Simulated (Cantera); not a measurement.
Cantera run:

```python
import numpy as np
import cantera as ct

gas_names = """
    C CH CH2 CH3 CH2OH CH3O CH4 CH3OH CO CO2 COOH C2 C2H CHCO,ketyl C2H2,acetylene C2H2,vinylidene
    CH2CO,ketene C2H3,vinyl CH3CO,acetyl C2H4 C2H4O,ethylen CH3CHO,ethanal CH3COOH (HCOOH)2 C2H5 C2H6
    CH3OCH3 C2H5OH C2O C3 C3H3,propargyl C3H4,allene C3H4,propyne C3H4,cyclo- C3H5,allyl C3H6,propylene
    C3H6,cyclo- C3H6O C3H7,n-propyl C3H7,i-propyl C3H8 C3H8O,1propanol C3H8O,2propanol C3O2 C4 C4H2
    C4H4,1,3-cyclo- C4H6,butadiene C4H6,2-butyne C4H6,cyclo- C4H8,1-butene C4H8,cis2-buten
    C4H8,tr2-butene C4H8,isobutene C4H8,cyclo- (CH3COOH)2 C4H9,n-butyl C4H9,i-butyl C4H9,s-butyl
    C4H9,t-butyl C4H10,isobutane C4H10,n-butane C5 C5H6,1,3cyclo- C5H8,cyclo- C5H10,1-pentene
    C5H10,cyclo- C5H11,pentyl C5H11,t-pentyl C5H12,n-pentane C5H12,i-pentane CH3C(CH3)2CH3 C6H2
    C6H5,phenyl C6H5O,phenoxy C6H6 C6H5OH,phenol C6H10,cyclo- C6H12,1-hexene C6H12,cyclo- C6H13,n-hexyl
    C7H7,benzyl C7H8 C7H8O,cresol C7H14,1-heptene C7H15,n-heptyl C7H16,n-heptane C8H8,styrene
    C8H10,ethylbenz C8H16,1-octene C8H17,n-octyl C8H18,isooctane C8H18,n-octane C9H19,n-nonyl
    C10H8,naphthale C10H21,n-decyl C12H9,o-bipheny C12H10,bipheny H HCO HO2 H2 HCHO,formaldehy HCOOH H2O
    H2O2 O OH O2 O3 Ti TiO TiO2
""".split()
cond_names = """
    C(gr) C6H6(L) C7H8(L) C8H18(L),n-octa H2O(s) H2O(L) Ti(a) Ti(b) Ti(L) TiC(s) TiC(L) TiO(a) TiO(b)
    TiO(L) TiO2(ru) TiO2(L) Ti2O3(a) Ti2O3(b) Ti2O3(L) Ti3O5(a) Ti3O5(b) Ti3O5(L) Ti4O7(s) Ti4O7(L)
""".split()


def load(file, names, dense=False):
    # The tables refer to 1 bar. Condensed volumes are neglected.
    table = {s.name: s for s in ct.Species.list_from_file(file)}
    out = []
    for n in names:
        d = dict(table[n].input_data)
        d["thermo"] = dict(d["thermo"], **{"reference-pressure": 1e5})
        if dense:
            d["equation-of-state"] = {"model": "constant-volume", "density": "1e6 g/cm^3"}
        out.append(ct.Species.from_dict(d))
    return out


gas = ct.Solution(thermo="ideal-gas", species=load("nasa_gas.yaml", gas_names))
cond = {s.name: ct.Solution(thermo="fixed-stoichiometry", species=[s], name=s.name)
        for s in load("nasa_condensed.yaml", cond_names, dense=True)}
atoms = {
    'Ti': {'Ti': 1},
    'C3H8': {'C': 3, 'H': 8},
    'H2': {'H': 2},
    'H2O': {'H': 2, 'O': 1},
}
top_T = {'C(gr)': 4500}  # K; cautious upper limits of use, not melting points


def equilibrate(T, P, feed):
    n = {}
    for name, mol in feed.items():
        for a, k in atoms[name].items():
            n[a] = n.get(a, 0.0) + k * mol
    gas.TPX = T, P, n
    mass = sum(n.values()) * gas.mean_molecular_weight
    gas.equilibrate("TP")
    valid = [c for c in cond.values() if c.min_temp <= T <= top_T.get(c.name, c.max_temp)]
    mix = ct.Mixture([(gas, mass / gas.mean_molecular_weight)] + [(c, 0.0) for c in valid])
    mix.T, mix.P = T, P
    mix.equilibrate("TP", solver="vcs", rtol=1e-11, max_steps=5000)
    return mix


results = []
feed = {'Ti': 1, 'C3H8': 0.08, 'H2': 16, 'H2O': 25}  # mol
P = 1000  # Pa
for T in [1523, 1598, 1673, 1748, 1823, 1898, 1973]:
    mix = equilibrate(T, P, feed)
    results.append((T, P, feed, dict(zip(mix.species_names, mix.species_moles))))

top = {s: max(r[3][s] / sum(r[3][g] for g in gas_names) for r in results) for s in gas_names}
cols = sorted((s for s in top if top[s] > 0.0001), key=lambda s: -top[s])[:7]
seen = [c for c in cond_names if any(r[3].get(c, 0) > 1e-12 for r in results)]
print("log10 of partial pressures in bar; condensed amounts in mol")
print(f"{'T/K':>10s}" + "".join(f"{s[:9]:>10s}" for s in cols + seen))
for T, P, feed, n in results:
    ng = sum(n[g] for g in gas_names)
    print(f"{T:10.4g}" + "".join(f"{np.log10(max(n[s] / ng * P / 1e5, 1e-99)):10.3f}" for s in cols)
          + "".join(f"{n.get(c, 0):10.4g}" for c in seen))
```

Result:

```
log10 of partial pressures in bar; condensed amounts in mol
       T/K       H2O        H2         H        CO       CO2        OH  TiO2(ru)
      1523    -2.263    -2.348    -5.810    -4.401    -4.744    -7.236         1
      1598    -2.263    -2.349    -5.448    -4.387    -4.778    -6.772         1
      1673    -2.263    -2.349    -5.118    -4.375    -4.808    -6.350         1
      1748    -2.263    -2.350    -4.816    -4.365    -4.836    -5.963         1
      1823    -2.263    -2.351    -4.539    -4.357    -4.862    -5.609         1
      1898    -2.264    -2.352    -4.283    -4.351    -4.886    -5.282    0.9999
      1973    -2.266    -2.355    -4.047    -4.346    -4.908    -4.981    0.9994
```

Cantera equilibrium calculation (NASA polynomials, part measured and part estimated; ideal gas, pure solids and liquids).
